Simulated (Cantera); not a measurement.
Charge: 1 mol CuO, a varied amount of C, 0.14 mol N2, at 1600 K and 0.00133 bar.

These are equilibrium values from Cantera (NASA tables, ideal gas, pure condensed phases), not measurements of a reactor. Candidate condensed phases: C, Cu, CuO, Cu2O; 27 gas species. The numbers say what is thermodynamically allowed, not how fast it happens.

log p: log10 of the partial pressure in bar; n: condensed amount in mol.

```tsv
n(C) (mol)	log p CO	log p CO2	log p N2	log p Cu	log p Cu2	log p O2	n Cu(l)	n C(graphite)
0.54	-3.82	-3.06	-3.57	-4.40	-7.55	-7.88	0.979	0
0.67	-3.27	-3.28	-3.65	-4.40	-7.55	-9.43	0.975	0
0.84	-3.05	-3.68	-3.73	-4.40	-7.55	-10.66	0.970	0
1	-2.95	-9.43	-3.80	-4.40	-7.55	<-14	0.965	0
1.3	-2.95	-9.43	-3.80	-4.40	-7.55	<-14	0.965	[?]
1.6	-2.95	-9.43	-3.80	-4.40	-7.55	<-14	0.965	[?]
2	-2.95	-9.43	-3.80	-4.40	-7.55	<-14	0.965	[?]
2.5	-2.95	-9.43	-3.80	-4.40	-7.55	<-14	0.965	[?]
```

Problem. Complete the blanks.

Solution. 
- 1.3, n C(graphite): 0.300
- 1.6, n C(graphite): 0.600
- 2, n C(graphite): 1.00
- 2.5, n C(graphite): 1.50
